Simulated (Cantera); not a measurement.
An adiabatic, constant-pressure homogeneous reactor starts with C₃H₈ : O₂ : N₂ : H₂O = 1 : 2.78 : 12.5 : 2.9 (molar parts), equivalence ratio 1.8, at 1323 K and 13.8 atm. Integrator tolerance rtol = 1e-08.

Computed with Cantera and GRI-Mech 3.0 (53 species, 325 reactions). GRI-Mech 3.0 was tuned for natural gas; its chemistry of propane as a main component is partial and can be far from experiment. The pressure lies above the range GRI-Mech 3.0 was tuned for (to about 10 atm).

Question: What does this change do: H2O 2.9 to 4.9 parts?

Answer: 
```csv
quantity,before,after
time of steepest temperature rise,0.217 ms,0.223 ms
temperature at 0.400 s,2311 K,2221 K
equilibrium temperature,2311 K,2221 K
x(C₃H₈) at 0.400 s,<1e-12 (gas-phase equilibrium <1e-12),<1e-12 (gas-phase equilibrium <1e-12)
x(O₂) at 0.400 s,1.52e-6 (gas-phase equilibrium 1.52e-6),8.59e-7 (gas-phase equilibrium 8.59e-7)
x(H₂O) at 0.400 s,0.207 (gas-phase equilibrium 0.207),0.265 (gas-phase equilibrium 0.265)
x(CH₂O) at 0.400 s,5.49e-8 (gas-phase equilibrium 5.49e-8),4.60e-8 (gas-phase equilibrium 4.60e-8)
x(NO₂) at 0.400 s,4.04e-10 (gas-phase equilibrium 4.04e-10),2.02e-10 (gas-phase equilibrium 2.02e-10)
x(NO) at 0.400 s,3.65e-5 (gas-phase equilibrium 3.65e-5),2.17e-5 (gas-phase equilibrium 2.17e-5)
x(H) at 0.400 s,0.000873 (gas-phase equilibrium 0.000873),0.000538 (gas-phase equilibrium 0.000538)
```

Question: What does this change do: N2 12.5 to 24 parts?

Answer: 
| quantity | before | after |
|---|---|---|
| time of steepest temperature rise | 0.217 ms | 0.314 ms |
| temperature at 0.400 s | 2311 K | 2012 K |
| equilibrium temperature | 2311 K | 2012 K |
| x(C₃H₈) at 0.400 s | <1e-12 (gas-phase equilibrium <1e-12) | <1e-12 (gas-phase equilibrium <1e-12) |
| x(O₂) at 0.400 s | 1.52e-6 (gas-phase equilibrium 1.52e-6) | 2.76e-8 (gas-phase equilibrium 2.76e-8) |
| x(H₂O) at 0.400 s | 0.207 (gas-phase equilibrium 0.207) | 0.135 (gas-phase equilibrium 0.135) |
| x(CH₂O) at 0.400 s | 5.49e-8 (gas-phase equilibrium 5.49e-8) | 2.43e-8 (gas-phase equilibrium 2.43e-8) |
| x(NO₂) at 0.400 s | 4.04e-10 (gas-phase equilibrium 4.04e-10) | 7.34e-12 (gas-phase equilibrium 6.25e-12) |
| x(NO) at 0.400 s | 3.65e-5 (gas-phase equilibrium 3.65e-5) | 3.21e-6 (gas-phase equilibrium 2.73e-6) |
| x(H) at 0.400 s | 0.000873 (gas-phase equilibrium 0.000873) | 0.000124 (gas-phase equilibrium 0.000124) |
